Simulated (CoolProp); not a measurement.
1,2-dichloroethane along the isobar 1.45 MPa: Z from the reference equation and from simpler models built on Tc = 561.6 K, pc = 5.226 MPa, ω = 0.269; each cubic takes its own stable root.

Computed with CoolProp (reference Helmholtz-energy equation of state, Thol 2015).

```tsv
T (K)	phase	reference	van der Waals	Redlich-Kwong	Soave-Redlich-Kwong
411.2	liquid	0.03938	0.06826	0.04726	0.04519
418	liquid	0.03920	0.06803	0.04718	0.04506
424.9	liquid	0.03906	0.8068	0.04716	0.04497
431.7	liquid	0.03894	0.8157	0.04718	0.04494
438.5	liquid	0.03886	(withheld)	0.04727	0.04495
445.4	liquid	0.03881	(withheld)	0.04742	0.04503
452.2	liquid	0.03879	0.8389	0.04764	0.04517
459	liquid	0.03881	0.8456	(withheld)	(withheld)
465.9	liquid	0.03888	0.8520	0.8120	0.04568
479.5	gas	(withheld)	0.8634	0.8299	0.8161
486.3	gas	0.8192	0.8686	0.8379	0.8259
493.2	gas	0.8293	0.8736	0.8455	0.8351
500	gas	0.8385	0.8783	0.8524	(withheld)
```

Task: What belongs in the gaps?

Result: 
- 438.5, van der Waals: 0.8240
- 445.4, van der Waals: 0.8318
- 459, Redlich-Kwong: 0.8018
- 459, Soave-Redlich-Kwong: 0.04538
- 479.5, reference: 0.8082
- 500, Soave-Redlich-Kwong: 0.8435

At some of these states van der Waals, Redlich-Kwong gives the other phase, because its saturation line lies elsewhere.
